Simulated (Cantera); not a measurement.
An adiabatic, constant-volume homogeneous reactor starts with CH₄ : C₂H₆ : O₂ : N₂ = 1 : 0.16 : 1.83 : 6.88 (molar parts), equivalence ratio 1.4, at 950 K and 760 Torr. Integrator tolerance rtol = 1e-08.

Computed with Cantera and GRI-Mech 3.0 (53 species, 325 reactions). Below about 1000 K GRI-Mech 3.0 lacks low-temperature oxidation paths.

Q: What does this change do: 0.04 parts H2 added?

A: 
```csv
quantity,before,after
time of steepest temperature rise,0.329 s,0.299 s
temperature at 5.00 s,2744 K,2741 K
equilibrium temperature,2744 K,2741 K
x(CH₄) at 5.00 s,1.05e-12 (gas-phase equilibrium 1.23e-12),1.20e-12 (gas-phase equilibrium 1.39e-12)
x(C₂H₆) at 5.00 s,<1e-12 (gas-phase equilibrium <1e-12),<1e-12 (gas-phase equilibrium <1e-12)
x(O₂) at 5.00 s,0.000904 (gas-phase equilibrium 0.000904),0.000827 (gas-phase equilibrium 0.000827)
x(NO) at 5.00 s,0.00201 (gas-phase equilibrium 0.00201),0.00191 (gas-phase equilibrium 0.00191)
x(H₂) at 5.00 s,0.0546 (gas-phase equilibrium 0.0546),0.0568 (gas-phase equilibrium 0.0568)
x(HCO) at 5.00 s,2.43e-7 (gas-phase equilibrium 2.43e-7),2.47e-7 (gas-phase equilibrium 2.47e-7)
x(C₂H₂) at 5.00 s,<1e-12 (gas-phase equilibrium <1e-12),<1e-12 (gas-phase equilibrium <1e-12)
```
